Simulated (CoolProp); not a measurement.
Carbonyl sulfide at several states: Z from the reference equation and from simpler models built on Tc = 105.6 °C, pc = 63.69 bar, ω = 0.098; each cubic takes its own stable root.

Computed with CoolProp (reference Helmholtz-energy equation of state, Lemmon 2006). It is a short technical equation, of lower accuracy than the large ones.

```json
[
 {"T (°C)": "63.55", "p (bar)": "0.159", "phase": "gas", "reference": "0.9988"},
 {"T (°C)": "224.25", "p (bar)": "4.74", "phase": "gas", "reference": "0.9895"},
 {"T (°C)": "61.45", "p (bar)": "105", "phase": "liquid", "reference": "0.2458"},
 {"T (°C)": "-62.35", "p (bar)": "3.32", "phase": "liquid", "reference": "0.009480"}
]
```

### Question
How far does each simpler model (van der Waals, Redlich-Kwong) lie from the reference over these 4 states: mean and median of the absolute difference, and the worst?

### Answer
- van der Waals: mean 2457.4 %, median 23.4 %, worst +9782.9 % at -62.35 °C and 3.32 bar
- Redlich-Kwong: mean 3.8 %, median 2.7 %, worst +9.7 % at 61.45 °C and 105 bar

At some of these states van der Waals gives the other phase, because its saturation line lies elsewhere.
